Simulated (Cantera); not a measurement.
Feed: 1 mol TiO2, 2.8 mol CH4, 0.88 mol CO, held at 2327 °C and 2.10 bar.

These are equilibrium values from Cantera (NASA tables, ideal gas, pure condensed phases), not measurements of a reactor. Candidate condensed phases: C, C6H6, C7H8, C8H18, H2O, Ti, TiC, TiO, TiO2, Ti2O3, Ti3O5, Ti4O7; 113 gas species. Mutual solubility and eutectic melting of coexisting phases are not modelled. TiC, TiO: taken at fixed stoichiometry. Condensed phases not in the tables: solid solutions among these carbides, nitrides and lower oxides. The numbers say what is thermodynamically allowed, not how fast it happens.

Base state: H2 0.650, CO 0.328, H 0.0214, H2O 0.000425, TiO 0.000370, Ti 0.000131, CO2 3.32e-5 (mole fractions); condensed: TiC(s) + TiO(l).

What changes in the equilibrium state with this change: pressure from 2.10 bar to 0.00133 bar?


| species | before | after |
|---|---|---|
| H | 0.0214 | 0.504 |
| CO | 0.328 | 0.248 |
| H2 | 0.650 | 0.230 |
| Ti | 0.000131 | 0.0179 |
| H2O | 0.000425 | 6.24e-9 |
| CO2 | 3.32e-5 | 1.04e-9 |
| C3 | <1e-9 | 2.11e-5 |
| C | 5.99e-9 | 0.000109 |
| C2H | 1.24e-8 | 3.91e-5 |
| TiC(s), mol | 0.901 | 0.792 |
| TiO(l), mol | 0.0944 | 0 |
TiC: taken at fixed stoichiometry.
